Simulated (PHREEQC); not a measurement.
# Reverse-osmosis permeate: an equilibrium model

Model water analysis in mg/L, 25 °C, pH 6.41, pe 9.6: Na 1.53; K 0.00386; Ca 0.451; Mg 0.515; Cl 4.18; S(6) as SO4 1.32; Alkalinity as HCO3 1.8; Br 0.0044; O(0) (dissolved oxygen) 0.00404.

Na is adjusted to close the charge balance.
Valence states are taken as typed.

All values are PHREEQC results (ion-association model, wateq4f.dat), not measurements.

```json
{
 "ionic_strength": "0.000221 mol/kgw"
}
```

```
species  molality  activity   log γ
-------  --------  --------  ------
Cl-      0.000118  0.000116  -0.007
Na+      0.000110  0.000108  -0.007
HCO3-     2.99e-5   2.93e-5  -0.007
CO2       2.57e-5   2.57e-5   0.000
Mg+2      2.11e-5   1.97e-5  -0.029
SO4-2     1.36e-5   1.27e-5  -0.030
Ca+2      1.12e-5   1.05e-5  -0.030
H+        3.96e-7   3.89e-7  -0.007
O2        1.26e-7   1.26e-7   0.000
K+        9.87e-8   9.70e-8  -0.007
```

Precipitation was switched off in this run.
